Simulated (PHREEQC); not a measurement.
A solution holds 0.0045 mol/kgw HBr and 0.21 mol/kgw ZnSO4, at 20 °C. Closed to the air; pH follows from the charge balance.

Computed with PHREEQC (ion-association model, phreeqc.dat).

```yaml
pH: 2.83
ionic_strength: 0.411 mol/kgw
density: 1.032 g/cm³
total_alkalinity: -4.50 meq/kg
```

```
species     molality  activity   log γ
----------  --------  --------  ------
Zn+2           0.103    0.0240  -0.632
ZnSO4         0.0726    0.0798   0.041
SO4-2         0.0657    0.0147  -0.649
Zn(SO4)2-2    0.0346   0.00995  -0.541
Br-          0.00448   0.00283  -0.199
HSO4-        0.00259   0.00190  -0.135
H+           0.00191   0.00147  -0.112
ZnBr+        2.44e-5   1.79e-5  -0.135
```

No solid was allowed to form. Complexes and solids missing from the database can't appear.
